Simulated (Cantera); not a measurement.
What does this Cantera script print?

```python
import numpy as np
import cantera as ct

gas_names = """
    H HO2 H2 H2O H2O2 H2S H2SO4 O OH O2 O3 S SH SO SO2 SO3 S2 S2O S8
""".split()
cond_names = """
    H2O(s) H2O(L) H2SO4(L) S(cr1) S(cr2) S(L)
""".split()


# ... load() reads the species with a 1 bar reference pressure and builds the phases ...
atoms = {
    'SO2': {'S': 1, 'O': 2},
    'H2': {'H': 2},
    'O2': {'O': 2},
    'H2O': {'H': 2, 'O': 1},
}
top_T = {}  # K; cautious upper limits of use, not melting points


# ... equilibrate(T, P, feed) seeds the gas with the atoms and calls Mixture.equilibrate('TP', solver="vcs", rtol=1e-11, max_steps=5000) ...
results = []
feed = {'SO2': 1, 'H2': 0.17, 'O2': 7.7, 'H2O': 1.1}  # mol
P = 10000  # Pa
for T in [1025, 1100, 1175, 1250, 1325, 1400, 1475, 1550, 1625, 1700, 1775, 1850, 1925, 2000]:
    mix = equilibrate(T, P, feed)
    results.append((T, P, feed, dict(zip(mix.species_names, mix.species_moles))))

top = {s: max(r[3][s] / sum(r[3][g] for g in gas_names) for r in results) for s in gas_names}
cols = sorted((s for s in top if top[s] > 1e-06), key=lambda s: -top[s])[:7]
seen = [c for c in cond_names if any(r[3].get(c, 0) > 1e-12 for r in results)]
print("log10 of partial pressures in bar; condensed amounts in mol")
print(f"{'T/K':>10s}" + "".join(f"{s[:9]:>10s}" for s in cols + seen))
for T, P, feed, n in results:
    ng = sum(n[g] for g in gas_names)
    print(f"{T:10.4g}" + "".join(f"{np.log10(max(n[s] / ng * P / 1e5, 1e-99)):10.3f}" for s in cols)
          + "".join(f"{n.get(c, 0):10.4g}" for c in seen))
```

It prints:

```
log10 of partial pressures in bar; condensed amounts in mol
       T/K        O2       H2O       SO2       SO3        OH         O        H2
      1025    -1.115    -1.885    -2.127    -2.553    -7.284   -10.039   -11.070
      1100    -1.114    -1.888    -2.061    -2.824    -6.721    -9.160   -10.211
      1175    -1.114    -1.889    -2.030    -3.087    -6.228    -8.393    -9.459
      1250    -1.114    -1.890    -2.014    -3.330    -5.795    -7.717    -8.796
      1325    -1.113    -1.891    -2.007    -3.550    -5.410    -7.117    -8.206
      1400    -1.113    -1.891    -2.002    -3.748    -5.066    -6.581    -7.679
      1475    -1.113    -1.891    -2.000    -3.928    -4.757    -6.099    -7.205
      1550    -1.113    -1.892    -1.998    -4.090    -4.478    -5.663    -6.777
      1625    -1.114    -1.892    -1.997    -4.237    -4.225    -5.267    -6.388
      1700    -1.114    -1.893    -1.997    -4.371    -3.995    -4.907    -6.033
      1775    -1.114    -1.894    -1.997    -4.493    -3.784    -4.576    -5.709
      1850    -1.114    -1.896    -1.996    -4.606    -3.591    -4.272    -5.411
      1925    -1.115    -1.899    -1.997    -4.709    -3.413    -3.992    -5.137
      2000    -1.116    -1.902    -1.997    -4.805    -3.250    -3.732    -4.884
```

These are equilibrium values from Cantera (NASA tables, ideal gas, pure condensed phases), not measurements of a reactor.
